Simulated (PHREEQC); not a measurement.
Make-up at 56 °C: 0.0046 mol H2SeO4, 0.11 mol H3PO4 and 0.0027 mol CaCl2 per kg of water. Closed to the air; pH follows from the charge balance.

Equilibrium calculation in PHREEQC: ion-association model, wateq4f.dat.

Each row changes one thing in this solution. No solid was allowed to form.

```json
[
 {"case": "as made", "pH": "1.61", "ionic strength (mol/kgw)": "0.0368", "SeO4-2 (mol/kgw)": "0.00192", "Ca+2 (mol/kgw)": "0.00186", "SI of Portlandite (Ca(OH)2)": "-20.48"},
 {"case": "H3PO4 replaced by Na3PO4 at the same molality", "pH": "11.44", "ionic strength (mol/kgw)": "0.562", "SeO4-2 (mol/kgw)": "0.00460", "Ca+2 (mol/kgw)": "1.06e-6", "SI of Portlandite (Ca(OH)2)": "(withheld)"},
 {"case": "temperature from 56 to 15 °C", "pH": "1.53", "ionic strength (mol/kgw)": "0.0441", "SeO4-2 (mol/kgw)": "0.00291", "Ca+2 (mol/kgw)": "0.00213", "SI of Portlandite (Ca(OH)2)": "-23.51"},
 {"case": "H2SeO4 replaced by Na2SeO4 at the same molality", "pH": "(withheld)", "ionic strength (mol/kgw)": "0.0410", "SeO4-2 (mol/kgw)": "0.00218", "Ca+2 (mol/kgw)": "0.00177", "SI of Portlandite (Ca(OH)2)": "-20.34"},
 {"case": "H3PO4 from 0.11 to 0.55 mol/kgw", "pH": "1.27", "ionic strength (mol/kgw)": "(withheld)", "SeO4-2 (mol/kgw)": "0.00127", "Ca+2 (mol/kgw)": "0.00133", "SI of Portlandite (Ca(OH)2)": "-21.39"},
 {"case": "H3PO4 left out", "pH": "2.16", "ionic strength (mol/kgw)": "0.0191", "SeO4-2 (mol/kgw)": "0.00318", "Ca+2 (mol/kgw)": "0.00270", "SI of Portlandite (Ca(OH)2)": "-19.15"}
]
```

Problem. Some entries are withheld; supply them.

Solution. 
- H3PO4 replaced by Na3PO4 at the same molality, SI of Portlandite (Ca(OH)2): -4.40
- H2SeO4 replaced by Na2SeO4 at the same molality, pH: 1.70
- H3PO4 from 0.11 to 0.55 mol/kgw, ionic strength (mol/kgw): 0.0708

Species that the database lacks are ignored. Some of these states are supersaturated (in Hydroxyapatite, for instance). H3PO4, which wateq4f.dat lacks, is added to it with the constant of phreeqc.dat. Constants without temperature data keep their 25 °C values here.
